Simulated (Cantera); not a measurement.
Cantera run:

```python
import numpy as np
import cantera as ct

gas_names = [...]  # 118 gases of nasa_gas.yaml made of C, Cl, F, H
cond_names = """
    C(gr) C6H6(L) C7H8(L) C8H18(L),n-octa
""".split()


# ... load() reads the species with a 1 bar reference pressure and builds the phases ...
atoms = {
    'c-C4F8': {'C': 4, 'F': 8},
    'HCl': {'H': 1, 'CL': 1},
    'H2': {'H': 2},
}
top_T = {'C(gr)': 4500}  # K; cautious upper limits of use, not melting points


# ... equilibrate(T, P, feed) seeds the gas with the atoms and calls Mixture.equilibrate('TP', solver="vcs", rtol=1e-11, max_steps=5000) ...
results = []
feed = {'c-C4F8': 1, 'HCl': 0.13, 'H2': 2}  # mol
P = 133.322  # Pa
for T in [2525, 2550, 2575, 2600, 2625, 2650, 2675, 2700, 2725, 2750, 2775, 2800]:
    mix = equilibrate(T, P, feed)
    results.append((T, P, feed, dict(zip(mix.species_names, mix.species_moles))))

top = {s: max(r[3][s] / sum(r[3][g] for g in gas_names) for r in results) for s in gas_names}
cols = sorted((s for s in top if top[s] > 0.0001), key=lambda s: -top[s])[:6]
seen = [c for c in cond_names if any(r[3].get(c, 0) > 1e-12 for r in results)]
print("log10 of partial pressures in bar; condensed amounts in mol")
print(f"{'T/K':>10s}" + "".join(f"{s[:9]:>10s}" for s in cols + seen))
for T, P, feed, n in results:
    ng = sum(n[g] for g in gas_names)
    print(f"{T:10.4g}" + "".join(f"{np.log10(max(n[s] / ng * P / 1e5, 1e-99)):10.3f}" for s in cols)
          + "".join(f"{n.get(c, 0):10.4g}" for c in seen))
```

Output:

```
log10 of partial pressures in bar; condensed amounts in mol
       T/K        HF         F        CF        C3       CF2         H     C(gr)
      2525    -3.162    -3.246    -4.699    -6.136    -4.510    -5.673      3.68
      2550    -3.164    -3.242    -4.662    -5.973    -4.577    -5.559     3.688
      2575    -3.166    -3.239    -4.628    -5.812    -4.643    -5.446     3.688
      2600    -3.168    -3.236    -4.594    -5.655    -4.709    -5.335     3.681
      2625    -3.171    -3.234    -4.562    -5.500    -4.775    -5.226     3.665
      2650    -3.174    -3.233    -4.531    -5.349    -4.842    -5.119     3.638
      2675    -3.178    -3.233    -4.501    -5.201    -4.907    -5.014     3.597
      2700    -3.182    -3.232    -4.472    -5.056    -4.973    -4.911     3.538
      2725    -3.187    -3.233    -4.445    -4.913    -5.039    -4.811     3.457
      2750    -3.194    -3.233    -4.418    -4.773    -5.104    -4.713     3.345
      2775    -3.202    -3.235    -4.392    -4.635    -5.170    -4.618     3.193
      2800    -3.212    -3.237    -4.368    -4.501    -5.236    -4.526     2.986
```

Cantera equilibrium calculation (NASA polynomials, part measured and part estimated; ideal gas, pure solids and liquids). The feed counts by its element totals alone.
